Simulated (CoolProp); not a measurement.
Properties of hydrogen chloride along the isotherm -106.75 °C (Tc = 51.5 °C, pc = 8.314 MPa, ω = 0.130).

The numbers come from the reference Helmholtz-energy equation of state, Thol 2018 in CoolProp.

| p (MPa) | phase | cv (kJ/(kg K)) | speed of sound (m/s) | fugacity coefficient |
|---|---|---|---|---|
| 0.0394 | liquid | 1.102 | 1187 | 0.6172 |
| 0.0701 | liquid | 1.102 | 1187 | 0.3471 |
| 0.125 | liquid | 1.102 | 1187 | 0.1949 |
| 0.222 | liquid | 1.102 | 1188 | 0.1100 |
| 0.394 | liquid | 1.102 | 1188 | 0.06219 |
| 0.701 | liquid | 1.102 | 1190 | 0.03518 |
| 1.25 | liquid | 1.102 | 1192 | 0.01996 |
| 2.22 | liquid | 1.102 | 1195 | 0.01147 |
| 3.94 | liquid | 1.102 | 1202 | 0.006706 |
| 7.01 | liquid | 1.103 | 1213 | 0.004023 |
